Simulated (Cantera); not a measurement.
A closed system holds: 1 mol Si, 0.78 mol Br2, 5.6 mol H2, held at 1.60 Pa.

Cantera equilibrium calculation (NASA polynomials, part measured and part estimated; ideal gas, pure solids and liquids). Candidate condensed phases: Br2, Si; 19 gas species. The tables' values for SiBr3 are old estimates; treat these amounts as uncertain. The numbers say what is thermodynamically allowed, not how fast it happens. All values below are at 998 K.

Base state: H2 0.805, HBr 0.155, SiBr2 0.0322, SiBr4 0.00576, SiBr3 0.000862, Br 0.000161, SiHBr3 0.000120 (mole fractions); condensed: Si(s).

### Question
What changes in the equilibrium state with this change: Br2 from 0.78 to 3.9 mol?

### Answer
```tsv
species	before	after
HBr	0.155	0.487
H2	0.805	0.398
SiBr4	0.00576	0.0868
SiBr2	0.0322	0.0245
Br	0.000161	0.000716
SiBr3	0.000862	0.00292
Si(s), mol	0.753	0
```
